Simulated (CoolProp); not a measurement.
Properties of nitrogen along the isotherm -153.65 °C.

Computed with CoolProp (reference Helmholtz-energy equation of state, Span 2000).

```json
[
 {"p (MPa)": "0.0268", "phase": "gas", "cv (kJ/(kg K))": "0.7433", "speed of sound (m/s)": "…", "Prandtl number": "0.765"},
 {"p (MPa)": "0.0509", "phase": "gas", "cv (kJ/(kg K))": "0.7444", "speed of sound (m/s)": "222.2", "Prandtl number": "…"},
 {"p (MPa)": "0.0965", "phase": "gas", "cv (kJ/(kg K))": "0.7465", "speed of sound (m/s)": "…", "Prandtl number": "0.773"},
 {"p (MPa)": "0.183", "phase": "gas", "cv (kJ/(kg K))": "0.7507", "speed of sound (m/s)": "220.4", "Prandtl number": "…"},
 {"p (MPa)": "0.347", "phase": "gas", "cv (kJ/(kg K))": "…", "speed of sound (m/s)": "218.1", "Prandtl number": "0.804"},
 {"p (MPa)": "0.657", "phase": "gas", "cv (kJ/(kg K))": "0.7764", "speed of sound (m/s)": "213.6", "Prandtl number": "0.848"},
 {"p (MPa)": "1.25", "phase": "gas", "cv (kJ/(kg K))": "0.8192", "speed of sound (m/s)": "204.0", "Prandtl number": "0.964"},
 {"p (MPa)": "2.36", "phase": "gas", "cv (kJ/(kg K))": "1.027", "speed of sound (m/s)": "177.3", "Prandtl number": "1.82"},
 {"p (MPa)": "4.48", "phase": "liquid", "cv (kJ/(kg K))": "0.9509", "speed of sound (m/s)": "432.2", "Prandtl number": "1.91"},
 {"p (MPa)": "8.49", "phase": "liquid", "cv (kJ/(kg K))": "…", "speed of sound (m/s)": "535.8", "Prandtl number": "1.59"}
]
```

Fill in the missing entries.


- 0.0268, speed of sound (m/s): 222.5
- 0.0509, Prandtl number: 0.768
- 0.0965, speed of sound (m/s): 221.5
- 0.183, Prandtl number: 0.784
- 0.347, cv (kJ/(kg K)): 0.7589
- 8.49, cv (kJ/(kg K)): 0.9404

Viscosity comes from a separate model (Lemmon 2004). Thermal conductivity comes from a separate model (Lemmon 2004).
